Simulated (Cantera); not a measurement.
A closed system holds: 1 mol HBr, 0.042 mol H2O, 0.54 mol N2, held at 3027 °C and 0.140 bar.

Method: chemical equilibrium by Gibbs-energy minimisation in Cantera with the NASA 1993 tables (ideal gas, pure condensed phases). Candidate condensed phases: Br2, H2O; 27 gas species. Equilibrium is a limit: real reactors are often held back by kinetics, nucleation or transport.

Base state: Br 0.392, H 0.267, N2 0.224, H2 0.0749, HBr 0.0242, O 0.00908, OH 0.00429, H2O 0.00294 (mole fractions); condensed: gas only.

Q: What changes in the equilibrium state with this change: pressure from 0.140 bar to 0.810 bar?

A: 
```
species    before     after
-------  --------  --------
Br          0.392     0.386
N2          0.224     0.248
H           0.267     0.145
H2         0.0749     0.127
HBr        0.0242    0.0747
H2O       0.00294    0.0103
Br2       3.37e-5  0.000189
O         0.00908   0.00324
N        0.000102   4.48e-5
O2       0.000138  0.000102
```

Q: What changes in the equilibrium state with this change: 0.92 mol H2 added?

A: 
```json
[
 {"species": "H", "before": "0.267", "after": "0.405"},
 {"species": "Br", "before": "0.392", "after": "0.244"},
 {"species": "H2", "before": "0.0749", "after": "0.172"},
 {"species": "N2", "before": "0.224", "after": "0.144"},
 {"species": "HBr", "before": "0.0242", "after": "0.0229"},
 {"species": "O2", "before": "0.000138", "after": "3.25e-5"},
 {"species": "NO", "before": "0.000910", "after": "0.000353"}
]
```

Q: What changes in the equilibrium state with this change: pressure from 0.140 bar to 50.0 mbar?

A: 
```csv
species,before,after
Br,0.392,0.386
H,0.267,0.332
N2,0.224,0.214
H2,0.0749,0.0413
HBr,0.0242,0.0106
O,0.00908,0.0124
H2O,0.00294,0.000788
Br2,3.37e-5,1.16e-5
```
